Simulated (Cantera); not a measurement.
An isothermal, constant-pressure homogeneous reactor starts with CH₄ : H₂ : N₂ = 0.0067 : 1 : 0.0074 (molar parts), at 1700 K and 0.133 bar. Integrator tolerance rtol = 1e-08.

Detailed kinetics in Cantera: GRI-Mech 3.0 (53 species, 325 reactions). GRI-Mech 3.0 stops at C3 and has no aromatics, soot or wall deposition, so with more carbon than oxygen in the feed, carbon stays in small species such as C2H2 where larger ones or solid carbon would form.

### Question
What does this change do: temperature 1700 to 2600 K?

### Answer
| quantity | before | after |
|---|---|---|
| x(CH₄) at 40.0 s | 0.000884 (gas-phase equilibrium 0.000726) | 4.69e-6 (gas-phase equilibrium 4.70e-6) |
| x(H₂) at 40.0 s | 0.989 (gas-phase equilibrium 0.989) | 0.890 (gas-phase equilibrium 0.890) |
| x(H) at 40.0 s | 0.000404 (gas-phase equilibrium 0.000404) | 0.0999 (gas-phase equilibrium 0.0999) |
| x(CH₃) at 40.0 s | 7.33e-6 (gas-phase equilibrium 6.02e-6) | 9.18e-6 (gas-phase equilibrium 9.22e-6) |
| x(HCN) at 40.0 s | 1.18e-8 (gas-phase equilibrium 0.00199) | 0.00260 (gas-phase equilibrium 0.00268) |
